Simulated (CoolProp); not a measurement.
Vapour-liquid equilibrium of n-hexane (1) + benzene (2) at 0.78 MPa; x and y are mole fractions of (1).

Values from CoolProp's multi-fluid Helmholtz-energy mixture model, Thol 2019 and Thol 2012; pair parameters Bell 2016.

| x | bubble temperature (K) | y at the bubble point | dew temperature at overall composition x (K) | liquid density (mol/L) |
|---|---|---|---|---|
| 0.05 | 436.1 | 0.078 | 436.8 | 8.882 |
| 0.2 | 431.7 | 0.266 | 433.2 | 8.309 |
| 0.35 | 428.9 | 0.415 | 430.0 | 7.784 |
| 0.5 | 426.9 | 0.547 | 427.5 | 7.307 |
| 0.65 | 425.7 | 0.674 | 425.9 | 6.874 |
| 0.8 | 425.0 | 0.807 | 425.1 | 6.482 |
| 0.95 | 424.9 | 0.950 | 424.9 | 6.124 |

y crosses x between x = 0.8 and 0.95: the model has an azeotrope there.

Pair parameters are fitted to limited data, so mixtures are less certain than the pure fluids.
